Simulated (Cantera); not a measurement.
A perfectly stirred reactor is fed with CO : H2 : CH4 : O2 : N2 = 1 : 0.12 : 0.044 : 0.982 : 3.69 (molar parts), at 6.30 bar; it is adiabatic with a 598 K inlet, and is followed from long to short residence time, starting on the burning branch (τ in s: 0.02, 0.012, 0.0073, 0.0044, 0.0026, 0.0016, 0.00094, 0.00056, 0.00034, 0.0002, 0.00012, 7.2e-05, 4.3e-05).

Detailed kinetics in Cantera: GRI-Mech 3.0 (53 species, 325 reactions).

x: mole fraction; the columns are a selection and need not sum to one.

```
τ (s)    T (K)     x CO      x H2       x CH4    x HO2   x H2O2    x C2H2
-------  -----  -------  --------  ----------  -------  -------  --------
0.020     2242  0.00354  0.000122  (withheld)  2.95e-6  9.91e-8    <1e-12
0.012     2238  0.00411  0.000139  (withheld)  3.11e-6  1.03e-7  1.74e-12
0.0073    2232  0.00495  0.000164  (withheld)  3.36e-6  1.10e-7  3.16e-12
0.0044    2222  0.00618  0.000202  (withheld)  3.78e-6  1.20e-7  5.22e-12
0.0026    2207  0.00797  0.000257  (withheld)  4.50e-6  1.36e-7  7.89e-12
0.0016    2189   0.0102  0.000327  (withheld)  5.55e-6  1.58e-7  1.07e-11
0.00094   2163   0.0133  0.000427  (withheld)  7.35e-6  1.91e-7  1.42e-11
0.00056   2130   0.0172  0.000549  (withheld)  1.00e-5  2.35e-7  1.82e-11
0.00034   2090   0.0219  0.000693  (withheld)  1.39e-5  2.93e-7  2.27e-11
0.00020   2039   0.0279  0.000871  (withheld)  1.99e-5  3.76e-7  2.88e-11
0.00012   1978   0.0350   0.00106  (withheld)  2.83e-5  4.91e-7  3.72e-11
7.2e-5    1901   0.0442   0.00127  (withheld)  4.09e-5  6.71e-7  5.03e-11
4.3e-5    1795   0.0579   0.00150  (withheld)  6.14e-5  1.02e-6  7.64e-11
```

Q: Complete the blanks.

A: 
- 0.020, x CH4: 4.23e-7
- 0.012, x CH4: 6.52e-7
- 0.0073, x CH4: 9.70e-7
- 0.0044, x CH4: 1.42e-6
- 0.0026, x CH4: 2.06e-6
- 0.0016, x CH4: 2.88e-6
- 0.00094, x CH4: 4.13e-6
- 0.00056, x CH4: 5.89e-6
- 0.00034, x CH4: 8.40e-6
- 0.00020, x CH4: 1.25e-5
- 0.00012, x CH4: 1.91e-5
- 7.2e-5, x CH4: 3.10e-5
- 4.3e-5, x CH4: 5.79e-5
